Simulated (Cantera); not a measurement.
Input (Python, Cantera):

```python
import numpy as np
import cantera as ct

surf = ct.Interface("diamond.yaml", "diamond_100")
gas, bulk = surf.adjacent["gas"], surf.adjacent["diamond"]
k = surf.kinetics_species_index(bulk.species_names[0])
cover = ["c6HH", "c6H*", "c6*H", "c6**", "c6HM", "c6B"]

rows, drift = [], 0.0
print(f"{'T':>10s}{'um/h':>11s}" + "".join(f"{s:>11s}" for s in cover))
for v in [900, 975, 1050, 1125, 1200, 1275, 1350]:
    T, P, xH, xCH3 = v, 12000, 0.015, 0.00064
    gas.TPX = T, P, {"H": xH, "CH3": xCH3, "CH4": 0.02, "H2": 1 - xH - xCH3 - 0.02}
    surf.TP = bulk.TP = T, P
    surf.coverages = "c6H*:0.1, c6HH:0.9"
    surf.advance_coverages(100.0)
    before = surf.coverages
    surf.advance_coverages(100.0)
    drift = max(drift, np.max(np.abs(surf.coverages - before) / (surf.coverages + 1e-9)))
    rate = surf.net_production_rates[k] * bulk.mean_molecular_weight / bulk.density * 3.6e9
    rows.append([rate, *surf[cover].coverages])
    print(f"{v:10.4g}{rate:11.4e}" + "".join(f"{x:11.3e}" for x in rows[-1][1:]))
```

Result:

```
         T       um/h       c6HH       c6H*       c6*H       c6**       c6HM        c6B
       900 2.3073e+01  6.625e-01  1.033e-02  2.801e-01  4.198e-03  3.448e-02  6.261e-08
       975 3.4918e+01  5.994e-01  1.597e-02  3.434e-01  7.846e-03  2.493e-02  9.475e-08
      1050 4.8326e+01  5.384e-01  2.270e-02  3.993e-01  1.324e-02  1.821e-02  1.311e-07
      1125 6.0065e+01  4.826e-01  3.022e-02  4.464e-01  2.059e-02  1.292e-02  1.630e-07
      1200 6.1688e+01  4.332e-01  3.829e-02  4.849e-01  3.000e-02  7.955e-03  1.674e-07
      1275 4.8061e+01  3.901e-01  4.659e-02  5.149e-01  4.138e-02  3.644e-03  1.304e-07
      1350 3.3442e+01  3.519e-01  5.474e-02  5.359e-01  5.436e-02  1.250e-03  9.075e-08
```

Computed with Cantera and the Harris–Goodwin 1993 mechanism for the reconstructed diamond (100) surface.
